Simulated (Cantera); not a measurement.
A perfectly stirred reactor is fed with 38.6 % CH4, 57.8 % CO2, 3.59 % H2, at 0.280 bar; it is held at 1850 K, and followed from long to short residence time.

Cantera simulation using GRI-Mech 3.0 (53 species, 325 reactions); the numbers are that mechanism's predictions, not measurements.

One state of this run: x CH4 = 0.0379; x CO2 = 0.145; x H2 = 0.208; x H = 0.000364; x OH = 2.68e-5. x: mole fraction; the columns are a selection and need not sum to one.

Which value of τ (s) does it belong to?
A) 0.0028
B) 0.00020
C) 0.041
D) 0.16

C, 0.041
